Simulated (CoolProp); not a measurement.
Vapour-liquid equilibrium of dimethyl ether (1) + n-butane (2) at -65.05 °C; x and y are mole fractions of (1).

Values from CoolProp's multi-fluid Helmholtz-energy mixture model, Wu 2011 and Bücker 2006; pair parameters Bell 2016.

Question: Give the bubble pressure and the first vapour's composition at x = 0.75, 0.85, 0.95. Is there an azeotrope?

Answer: x = 0.75: 0.1085 bar, y = 0.866; x = 0.85: 0.1126 bar, y = 0.909; x = 0.95: 0.1161 bar, y = 0.964. No azeotrope shows between x = 0.05 and 0.95.

The pair parameters rest on a limited set of measurements; away from them the model extrapolates.
